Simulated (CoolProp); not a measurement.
Saturation properties of carbonyl sulfide (Tc = 378.8 K, pc = 6369 kPa, ω = 0.098).

Model: reference Helmholtz-energy equation of state, Lemmon 2006, in CoolProp. It is a short technical equation, of lower accuracy than the large ones.

```
T (K)  p (kPa)  liquid density (kg/m³)  enthalpy of vaporisation (kJ/kg)  liquid cp (kJ/(kg K))  vapour Z
-----  -------  ----------------------  --------------------------------  ---------------------  --------
301.2        ?                       ?                             241.6                  1.385         ?
307.8     1616                   961.2                             233.7                  1.421    0.8057
314.3     1874                   940.4                             225.4                  1.463    0.7842
320.8     2160                   918.5                             216.4                  1.514    0.7610
327.3     2477                   895.2                             206.8                  1.576    0.7358
333.8     2826                   870.3                             196.2                  1.653         ?
340.3     3210                   843.4                             184.6                  1.754         ?
346.8     3631                   813.9                                 ?                  1.892    0.6457
353.3     4091                   781.0                             156.8                  2.094    0.6087
```

Q: Some entries are withheld; supply them.

A: 
- 301.2, p (kPa): 1381
- 301.2, liquid density (kg/m³): 981.3
- 301.2, vapour Z: 0.8260
- 333.8, vapour Z: 0.7085
- 340.3, vapour Z: 0.6787
- 346.8, enthalpy of vaporisation (kJ/kg): 171.6

It boils at 223.0 K under 1 atm.
